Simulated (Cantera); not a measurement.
## N2O furnace oxynitridation

An isothermal, constant-pressure homogeneous reactor starts with N2O : H2 : N2 = 1 : 0.019 : 0.9 (molar parts), at 1450 K and 2100 Pa.

Computed with Cantera and GRI-Mech 3.0 (53 species, 325 reactions). GRI-Mech 3.0 was tuned for natural gas; its chemistry of N2O as a main component is partial and can be far from experiment. Radical loss at walls, strong at low pressure, is not modelled. The temperature is held fixed by assumption; the heat of reaction is taken as removed at once.

```csv
t (s),x N2O,x H2,x O2,x N2,x H
0.000300,0.521,0.00988,1.32e-5,0.469,3.19e-6
0.000842,0.521,0.00968,5.51e-5,0.469,9.70e-6
0.00236,0.519,0.00849,0.000194,0.471,1.86e-5
0.00662,0.513,0.00475,0.000707,0.475,1.40e-5
0.0186,0.504,0.00106,0.00235,0.482,2.44e-6
0.0521,0.489,7.06e-5,0.00684,0.490,2.40e-7
0.146,0.452,5.21e-7,0.0186,0.510,1.41e-7
0.410,0.365,4.06e-7,0.0464,0.556,1.64e-7
1.15,0.207,4.86e-7,0.0971,0.639,2.18e-7
3.23,0.0482,6.81e-7,0.148,0.723,3.15e-7
9.06,0.00150,3.94e-7,0.164,0.749,1.28e-7
25.4,3.59e-6,1.29e-7,0.164,0.749,2.38e-8
71.3,1.56e-6,1.28e-7,0.165,0.750,2.37e-8
200,1.55e-6,1.28e-7,0.165,0.750,2.37e-8
```
x: mole fraction; the columns are a selection and need not sum to one.

Equilibrium at this temperature and pressure: N2O 8.48e-9, H2 1.15e-7, O2 0.203, N2 0.788, H 2.23e-8 (gas phase only).
